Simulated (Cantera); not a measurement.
What does this Cantera script print?

```python
import numpy as np
import cantera as ct

gas = ct.Solution("SiF4_NH3_mec.yaml", "gas")
gas.TPX = 2375, 101325, {'NH3': 1, 'N2': 0.22}
inlet = ct.Reservoir(gas, clone=True)

reactor = ct.IdealGasConstPressureReactor(gas, energy="off", clone=False)
exhaust = ct.Reservoir(gas, clone=True)
tau = [0.41, 0.22, 0.11, 0.06, 0.032, 0.017, 0.0088][0]
for a, b in ((inlet, reactor), (reactor, exhaust)):
    ct.MassFlowController(a, b, mdot=lambda t: reactor.mass / tau)
net = ct.ReactorNet([reactor])
show = ['NH3', 'N2', 'N2H2', 'NH', 'NH2', 'H2', 'N2H4']

rows = []
print(f"{'tau/s':>10s}{'T/K':>9s}" + "".join(f"{s:>11s}" for s in show))
for tau in [0.41, 0.22, 0.11, 0.06, 0.032, 0.017, 0.0088]:
    net.initial_time = 0.0
    net.advance(30 * tau)
    before = gas.X
    net.advance(40 * tau)
    drift = np.max(np.abs(gas.X - before) / (gas.X + 1e-9))
    rows.append([gas.T, *gas[show].X, drift])
    print(f"{tau:10.3e}{gas.T:9.1f}" + "".join(f"{x:11.3e}" for x in gas[show].X))
```

Output:

```
     tau/s      T/K        NH3         N2       N2H2         NH        NH2         H2       N2H4
 4.100e-01   2375.0  1.169e-03  3.224e-01  1.716e-08  1.754e-05  5.755e-05  6.661e-01  1.216e-10
 2.200e-01   2375.0  1.926e-03  3.224e-01  3.457e-08  2.334e-05  8.527e-05  6.663e-01  2.671e-10
 1.100e-01   2375.0  3.965e-03  3.224e-01  7.968e-08  3.109e-05  1.415e-04  6.661e-01  7.358e-10
 6.000e-02   2375.0  8.418e-03  3.218e-01  1.690e-07  3.859e-05  2.303e-04  6.638e-01  1.951e-09
 3.200e-02   2375.0  1.810e-02  3.203e-01  3.568e-07  4.743e-05  3.760e-04  6.569e-01  5.203e-09
 1.700e-02   2375.0  3.636e-02  3.172e-01  7.245e-07  5.808e-05  5.932e-04  6.425e-01  1.296e-08
 8.800e-03   2375.0  7.019e-02  3.112e-01  1.458e-06  7.111e-05  9.209e-04  6.151e-01  3.124e-08
```

Model: the gas-phase N/H chemistry of the illustrative SiF4/NH3 mechanism in the Surface Chemkin manual (1991), integrated in Cantera. Walls and surfaces, which speed up NH3 decomposition in real reactors, are not modelled.
